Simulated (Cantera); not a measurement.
Input: 1 mol SiF₄, 3.9 mol N₂, at 1302 °C and 10000 Pa.

Equilibrium computed with Cantera from the NASA thermochemical tables; the gas is ideal and each condensed phase is pure. Candidate condensed phases: Si, Si₃N₄; 16 gas species. The numbers say what is thermodynamically allowed, not how fast it happens.

Base state: N₂ 0.796, SiF₄ 0.204 (mole fractions); condensed: gas only.

**Question.** What changes in the equilibrium state with this change: 0.089 mol HCl added?

**Answer.** 
```
species  before     after
-------  ------  --------
N₂        0.796     0.781
SiF₄      0.204     0.199
HCl           0    0.0165
HF            0   0.00136
Cl            0  0.000824
SiCl₄         0  0.000123
SiCl₃         0   1.20e-5
```
The tables' values for SiF₃, SiCl₃ are old estimates; treat these amounts as uncertain. Further candidate phases: NH₄Cl.
